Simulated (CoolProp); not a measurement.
n-nonane along the isobar 4.68 MPa: Z from the reference equation and from simpler models built on Tc = 321.4 °C, pc = 2.282 MPa, ω = 0.443; each cubic takes its own stable root.

The numbers come from the reference Helmholtz-energy equation of state, Lemmon 2006 in CoolProp. It is a short technical equation, of lower accuracy than the large ones.

| T (°C) | phase | reference |
|---|---|---|
| -29.45 | liquid | 0.3899 |
| 1.25 | liquid | 0.3574 |
| 32.05 | liquid | 0.3320 |
| 62.75 | liquid | 0.3120 |
| 93.45 | liquid | 0.2962 |
| 124.15 | liquid | 0.2838 |
| 154.85 | liquid | 0.2745 |
| 185.55 | liquid | 0.2680 |
| 216.35 | liquid | 0.2643 |
| 247.05 | liquid | 0.2639 |
| 277.75 | liquid | 0.2680 |
| 308.45 | liquid | 0.2793 |

Task: How far does each simpler model (van der Waals, Soave-Redlich-Kwong, Peng-Robinson) lie from the reference over these 12 states: mean and median of the absolute difference, and the worst?

Result: 
- van der Waals: mean 72.7 %, median 74.0 %, worst +83.6 % at -29.45 °C and 4.68 MPa
- Soave-Redlich-Kwong: mean 18.3 %, median 17.7 %, worst +22.2 % at 308.45 °C and 4.68 MPa
- Peng-Robinson: mean 5.2 %, median 4.6 %, worst +9.5 % at 308.45 °C and 4.68 MPa
